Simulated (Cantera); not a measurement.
Premixed flame

A freely propagating, adiabatic, planar premixed flame of 46.9 % H₂, 11.2 % O₂, 42.0 % N₂, equivalence ratio 2.1, unburnt at 525 K and 11000 Pa; mixture-averaged transport, grid criteria slope 0.08 and curve 0.16, no radiation.

Computed with Cantera and the H2/O2 subset of GRI-Mech 3.0, which has no nitrogen chemistry. Burning velocities carry a grid error of a few per cent, more on coarse grids.

```json
[
 {"z (mm)": "-22.7", "T (K)": "525", "u (m/s)": "5.26", "x H₂": "0.469", "x O₂": "0.112", "x H": "<1e-8", "x O": "<1e-8", "x H₂O₂": "<1e-8", "x H₂O": "<1e-8"},
 {"z (mm)": "-15.1", "T (K)": "525", "u (m/s)": "5.26", "x H₂": "0.469", "x O₂": "0.112", "x H": "<1e-8", "x O": "<1e-8", "x H₂O₂": "<1e-8", "x H₂O": "<1e-8"},
 {"z (mm)": "-11.3", "T (K)": "525", "u (m/s)": "5.26", "x H₂": "0.469", "x O₂": "0.112", "x H": "<1e-8", "x O": "<1e-8", "x H₂O₂": "<1e-8", "x H₂O": "<1e-8"},
 {"z (mm)": "-7.56", "T (K)": "525", "u (m/s)": "5.26", "x H₂": "0.469", "x O₂": "0.112", "x H": "2.13e-7", "x O": "<1e-8", "x H₂O₂": "<1e-8", "x H₂O": "2.48e-8"},
 {"z (mm)": "-3.78", "T (K)": "539", "u (m/s)": "5.38", "x H₂": "0.467", "x O₂": "0.111", "x H": "0.000500", "x O": "1.06e-5", "x H₂O₂": "7.71e-7", "x H₂O": "0.000840"},
 {"z (mm)": "-1.89", "T (K)": "688", "u (m/s)": "6.79", "x H₂": "0.441", "x O₂": "0.107", "x H": "0.0124", "x O": "0.000193", "x H₂O₂": "5.93e-7", "x H₂O": "0.0136"},
 {"z (mm)": "0", "T (K)": "1063", "u (m/s)": "10.2", "x H₂": "0.301", "x O₂": "0.0605", "x H": "0.0855", "x O": "0.00387", "x H₂O₂": "1.64e-7", "x H₂O": "0.112"},
 {"z (mm)": "1.89", "T (K)": "1296", "u (m/s)": "12.4", "x H₂": "0.202", "x O₂": "0.00551", "x H": "0.129", "x O": "0.00239", "x H₂O₂": "9.51e-8", "x H₂O": "0.219"},
 {"z (mm)": "3.78", "T (K)": "1381", "u (m/s)": "13.1", "x H₂": "0.200", "x O₂": "0.00104", "x H": "0.124", "x O": "0.00155", "x H₂O₂": "8.37e-8", "x H₂O": "0.229"},
 {"z (mm)": "7.56", "T (K)": "1478", "u (m/s)": "13.9", "x H₂": "0.208", "x O₂": "0.000774", "x H": "0.110", "x O": "0.00150", "x H₂O₂": "8.34e-8", "x H₂O": "0.231"},
 {"z (mm)": "15.1", "T (K)": "1593", "u (m/s)": "14.9", "x H₂": "0.219", "x O₂": "0.000663", "x H": "0.0938", "x O": "0.00136", "x H₂O₂": "6.85e-8", "x H₂O": "0.233"},
 {"z (mm)": "30.2", "T (K)": "1716", "u (m/s)": "15.9", "x H₂": "0.230", "x O₂": "0.000503", "x H": "0.0759", "x O": "0.00110", "x H₂O₂": "4.46e-8", "x H₂O": "0.235"},
 {"z (mm)": "60.5", "T (K)": "1836", "u (m/s)": "16.9", "x H₂": "0.241", "x O₂": "0.000334", "x H": "0.0583", "x O": "0.000765", "x H₂O₂": "2.47e-8", "x H₂O": "0.238"}
]
```
x: mole fraction of selected species; z is measured from the peak of heat release.

* **laminar burning velocity**: 526 cm/s
* **thermal thickness**: 7.56 mm
* **peak x(H)**: 0.129
* **peak x(O)**: 0.00445
* **peak x(H₂O₂)**: 1.09e-6
* **grid points**: 144
